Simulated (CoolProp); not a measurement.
R227EA along the isotherm 5.65 °C: density (kg/m³) from the reference equation and from simpler models built on Tc = 101.8 °C, pc = 2.925 MPa, ω = 0.358; each cubic takes its own stable root.

Values from CoolProp's reference Helmholtz-energy equation of state, Lemmon 2016.

| p (MPa) | phase | reference | van der Waals | Redlich-Kwong | Soave-Redlich-Kwong |
|---|---|---|---|---|---|
| 0.338 | liquid | 1465 | 26.77 | 27.49 | 1337 |
| 0.675 | liquid | 1467 | 59.04 | 1260 | 1340 |
| 1.01 | liquid | 1469 | 878.6 | 1264 | 1343 |
| 1.35 | liquid | 1471 | 884.6 | 1269 | 1346 |
| 1.69 | liquid | 1473 | 890.2 | 1274 | 1349 |
| 2.03 | liquid | 1475 | 895.4 | 1278 | 1352 |
| 2.36 | liquid | 1477 | 900.3 | 1282 | 1355 |
| 2.7 | liquid | 1478 | 905.1 | 1287 | 1358 |
| 3.04 | liquid | 1480 | 909.6 | 1291 | 1361 |
| 3.38 | liquid | 1482 | 913.9 | 1295 | 1364 |
| 3.71 | liquid | 1484 | 917.9 | 1299 | 1366 |
| 4.05 | liquid | 1485 | 921.9 | 1302 | 1369 |
| 4.39 | liquid | 1487 | 925.7 | 1306 | 1372 |

At some of these states van der Waals, Redlich-Kwong gives the other phase, because its saturation line lies elsewhere.
